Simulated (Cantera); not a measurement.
**Gas activation for diamond growth**

An isothermal, constant-pressure homogeneous reactor starts with CH4 : H2 : N2 = 0.048 : 1 : 0.00017 (molar parts), at 2925 K and 21.8 Torr.

Cantera simulation using GRI-Mech 3.0 (53 species, 325 reactions); the numbers are that mechanism's predictions, not measurements. GRI-Mech 3.0 stops at C3 and has no aromatics, soot or wall deposition, so with more carbon than oxygen in the feed, carbon stays in small species such as C2H2 where larger ones or solid carbon would form. Radical loss at walls, strong at low pressure, is not modelled.

```json
[
 {"t (s)": "5.00e-6", "x CH4": "0.0433", "x H2": "0.951", "x CH2": "7.45e-6", "x H": "0.00293", "x C2H": "2.17e-11", "x C2H2": "5.22e-8", "x HCN": "<1e-12"},
 {"t (s)": "2.38e-5", "x CH4": "0.0359", "x H2": "0.941", "x CH2": "0.000156", "x H": "0.0138", "x C2H": "9.69e-8", "x C2H2": "4.42e-5", "x HCN": "1.03e-10"},
 {"t (s)": "0.000113", "x CH4": "0.0164", "x H2": "0.916", "x CH2": "0.000715", "x H": "0.0466", "x C2H": "4.54e-5", "x C2H2": "0.00581", "x HCN": "1.51e-8"},
 {"t (s)": "0.000540", "x CH4": "0.00130", "x H2": "0.901", "x CH2": "0.000245", "x H": "0.0762", "x C2H": "0.000248", "x C2H2": "0.0191", "x HCN": "1.49e-7"},
 {"t (s)": "0.00257", "x CH4": "6.74e-5", "x H2": "0.864", "x CH2": "3.57e-5", "x H": "0.115", "x C2H": "0.000412", "x C2H2": "0.0201", "x HCN": "3.48e-7"},
 {"t (s)": "0.0122", "x CH4": "7.35e-6", "x H2": "0.755", "x CH2": "1.92e-5", "x H": "0.225", "x C2H": "0.000847", "x C2H2": "0.0185", "x HCN": "9.17e-7"},
 {"t (s)": "0.0583", "x CH4": "8.22e-7", "x H2": "0.546", "x CH2": "1.52e-5", "x H": "0.436", "x C2H": "0.00184", "x C2H2": "0.0150", "x HCN": "9.02e-6"},
 {"t (s)": "0.278", "x CH4": "4.18e-7", "x H2": "0.475", "x CH2": "1.38e-5", "x H": "0.508", "x C2H": "0.00224", "x C2H2": "0.0137", "x HCN": "6.79e-5"},
 {"t (s)": "1.32", "x CH4": "4.17e-7", "x H2": "0.475", "x CH2": "1.38e-5", "x H": "0.508", "x C2H": "0.00224", "x C2H2": "0.0136", "x HCN": "0.000165"},
 {"t (s)": "6.30", "x CH4": "4.16e-7", "x H2": "0.475", "x CH2": "1.38e-5", "x H": "0.508", "x C2H": "0.00223", "x C2H2": "0.0136", "x HCN": "0.000204"},
 {"t (s)": "30.0", "x CH4": "4.16e-7", "x H2": "0.475", "x CH2": "1.38e-5", "x H": "0.508", "x C2H": "0.00223", "x C2H2": "0.0136", "x HCN": "0.000205"}
]
```
x: mole fraction; the columns are a selection and need not sum to one.

Equilibrium at this temperature and pressure: CH4 4.18e-7, H2 0.475, CH2 1.39e-5, H 0.508, C2H 0.00223, C2H2 0.0136, HCN 0.000205 (gas phase only).
